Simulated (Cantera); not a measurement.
Pyrogenic steam for wet oxidation

A perfectly stirred reactor is fed with 47.5 % H2, 25.0 % O2, 27.5 % N2, equivalence ratio 0.95, at 128 Torr; it is held at 1098 K, and followed from long to short residence time.

Computed with Cantera and the H2/O2 subset of GRI-Mech 3.0, which has no nitrogen chemistry. The temperature is held fixed by assumption; the heat of reaction is taken as removed at once.

```
τ (s)       x H2    x O2   x H2O2      x OH       x H
-------  -------  ------  -------  --------  --------
0.71     0.00261  0.0176  2.13e-6  0.000307  0.000191
0.20     0.00552  0.0191  2.58e-6  0.000479  0.000621
0.054     0.0115  0.0221  2.73e-6  0.000750   0.00194
0.015     0.0222  0.0279  2.73e-6   0.00115   0.00534
0.0041    0.0408  0.0383  2.74e-6   0.00178    0.0134
0.0011    0.0723  0.0567  2.79e-6   0.00274    0.0307
0.00032    0.119  0.0848  2.75e-6   0.00396    0.0594
```
x: mole fraction; the columns are a selection and need not sum to one.
